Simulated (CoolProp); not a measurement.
Vapour-liquid equilibrium of nitrogen (1) + oxygen (2) at 98.1 K; x and y are mole fractions of (1).

Computed with CoolProp (multi-fluid Helmholtz-energy mixture model, Span 2000 and Schmidt 1985; pair parameters Gernert 2013).

```json
[
 {"x": "0.05", "bubble pressure, mixture model (bar)": "2.432", "bubble pressure, Raoult's law (bar)": "2.391", "y, mixture model": "0.149", "y, Raoult's law": "0.142"},
 {"x": "0.15", "bubble pressure, mixture model (bar)": "2.943", "bubble pressure, Raoult's law (bar)": "2.856", "y, mixture model": "0.358", "y, Raoult's law": "0.357"},
 {"x": "0.25", "bubble pressure, mixture model (bar)": "3.419", "bubble pressure, Raoult's law (bar)": "3.320", "y, mixture model": "?", "y, Raoult's law": "0.512"},
 {"x": "0.35", "bubble pressure, mixture model (bar)": "3.873", "bubble pressure, Raoult's law (bar)": "3.785", "y, mixture model": "0.608", "y, Raoult's law": "0.629"},
 {"x": "0.45", "bubble pressure, mixture model (bar)": "4.315", "bubble pressure, Raoult's law (bar)": "4.250", "y, mixture model": "0.693", "y, Raoult's law": "0.721"},
 {"x": "0.55", "bubble pressure, mixture model (bar)": "4.753", "bubble pressure, Raoult's law (bar)": "4.714", "y, mixture model": "?", "y, Raoult's law": "0.794"},
 {"x": "0.65", "bubble pressure, mixture model (bar)": "?", "bubble pressure, Raoult's law (bar)": "5.179", "y, mixture model": "0.827", "y, Raoult's law": "0.854"},
 {"x": "0.75", "bubble pressure, mixture model (bar)": "5.638", "bubble pressure, Raoult's law (bar)": "5.644", "y, mixture model": "0.882", "y, Raoult's law": "0.904"},
 {"x": "0.85", "bubble pressure, mixture model (bar)": "6.094", "bubble pressure, Raoult's law (bar)": "6.108", "y, mixture model": "0.932", "y, Raoult's law": "0.947"},
 {"x": "0.95", "bubble pressure, mixture model (bar)": "6.564", "bubble pressure, Raoult's law (bar)": "6.573", "y, mixture model": "0.978", "y, Raoult's law": "0.984"}
]
```

Task: What belongs in the gaps?

Result: 
- 0.25, y, mixture model: 0.501
- 0.55, y, mixture model: 0.765
- 0.65, bubble pressure, mixture model (bar): 5.192

The largest gap from Raoult's law is +3.0 % in bubble pressure, at x = 0.15. No azeotrope shows between x = 0.05 and 0.95.

Pair parameters are fitted to limited data, so mixtures are less certain than the pure fluids.
